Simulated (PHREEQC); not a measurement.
# Leach liquor (model solution)

Dissolve 62 mmol/kgw HCl and 22 mmol/kgw Li2SO4 at 25 °C. Closed to the air; pH follows from the charge balance.

Equilibrium calculation in PHREEQC: ion-association model, phreeqc.dat.

Each row changes one thing in this solution. No solid was allowed to form.

```json
[
 {"case": "as made", "pH": "1.40", "ionic strength (mol/kgw)": "0.0991", "HSO4- (mol/kgw)": "0.0139", "SO4-2 (mol/kgw)": "0.00754"},
 {"case": "Li2SO4 from 0.022 to 0.033 mol/kgw", "pH": "1.46", "ionic strength (mol/kgw)": "0.120", "HSO4- (mol/kgw)": "0.0193", "SO4-2 (mol/kgw)": "0.0125"},
 {"case": "0.011 mol/kgw Zn(NO3)2 added", "pH": "…", "ionic strength (mol/kgw)": "0.127", "HSO4- (mol/kgw)": "0.0125", "SO4-2 (mol/kgw)": "0.00712"},
 {"case": "temperature from 25 to 30 °C", "pH": "1.41", "ionic strength (mol/kgw)": "0.0982", "HSO4- (mol/kgw)": "0.0144", "SO4-2 (mol/kgw)": "0.00708"},
 {"case": "Li2SO4 from 0.022 to 0.011 mol/kgw", "pH": "…", "ionic strength (mol/kgw)": "0.0797", "HSO4- (mol/kgw)": "0.00751", "SO4-2 (mol/kgw)": "0.00336"},
 {"case": "Li2SO4 replaced by Na2SO4 at the same molality", "pH": "1.40", "ionic strength (mol/kgw)": "0.0990", "HSO4- (mol/kgw)": "0.0139", "SO4-2 (mol/kgw)": "0.00751"},
 {"case": "diluted 5-fold with water", "pH": "2.02", "ionic strength (mol/kgw)": "0.0222", "HSO4- (mol/kgw)": "0.00164", "SO4-2 (mol/kgw)": "0.00270"}
]
```

### Question
Complete the blanks.

### Answer

- 0.011 mol/kgw Zn(NO3)2 added, pH: 1.39
- Li2SO4 from 0.022 to 0.011 mol/kgw, pH: 1.34

Complexes and solids missing from the database can't appear.
